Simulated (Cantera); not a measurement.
# Gas activation for diamond growth

A perfectly stirred reactor is fed with 0.393 % CH₄, 98.1 % H₂, 1.47 % CO₂, at 0.0860 bar; it is held at 2375 K, and followed from long to short residence time.

Computed with Cantera and GRI-Mech 3.0 (53 species, 325 reactions).

```tsv
τ (s)	x CH₄	x H₂	x CO₂	x O	x CH₂CO	x CH₂O	x CH₃
16	3.42e-7	0.925	3.46e-5	3.12e-6	1.06e-11	6.97e-10	3.16e-7
6.2	8.92e-7	0.925	3.47e-5	3.09e-6	2.87e-11	8.91e-10	8.19e-7
2.4	2.36e-6	0.926	3.50e-5	3.03e-6	8.34e-11	1.40e-9	2.14e-6
0.96	6.21e-6	0.927	3.57e-5	2.90e-6	2.69e-10	2.66e-9	5.52e-6
0.38	1.76e-5	0.929	3.76e-5	2.60e-6	1.12e-9	5.96e-9	1.48e-5
0.15	5.38e-5	0.933	4.33e-5	2.10e-6	5.88e-9	1.43e-8	4.04e-5
0.058	0.000158	0.938	6.12e-5	1.57e-6	2.85e-8	3.25e-8	0.000100
0.023	0.000375	0.943	0.000114	1.18e-6	7.93e-8	6.20e-8	0.000198
0.0089	0.000797	0.947	0.000283	8.33e-7	1.25e-7	1.03e-7	0.000340
0.0035	0.00153	0.952	0.000812	5.15e-7	1.16e-7	1.43e-7	0.000507
0.0014	0.00253	0.958	0.00247	2.37e-7	6.42e-8	1.54e-7	0.000589
```
x: mole fraction; the columns are a selection and need not sum to one.
